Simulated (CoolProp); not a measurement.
Saturation properties of n-nonane.

Computed with CoolProp (reference Helmholtz-energy equation of state, Lemmon 2006). It is a short technical equation, of lower accuracy than the large ones.

```tsv
T (K)	p (bar)	vapour density (kg/m³)	liquid viscosity (µPa s)
435.2	1.354	5.166	192
445.3	1.728	?	?
455.4	2.178	8.194	166
465.5	2.714	10.17	154
475.7	?	12.56	143
485.8	4.091	15.37	132
495.9	4.947	18.71	122
506.1	5.944	?	113
516.2	?	27.47	?
526.3	8.364	?	?
```

Q: Some entries are withheld; supply them.

A: 
- 445.3, vapour density (kg/m³): 6.540
- 445.3, liquid viscosity (µPa s): 179
- 475.7, p (bar): 3.352
- 506.1, vapour density (kg/m³): 22.72
- 516.2, p (bar): 7.076
- 516.2, liquid viscosity (µPa s): 104
- 526.3, vapour density (kg/m³): 33.17
- 526.3, liquid viscosity (µPa s): 95.1

It boils at 423.9 K under 1 atm.

Viscosity comes from a separate model (Huber 2004).
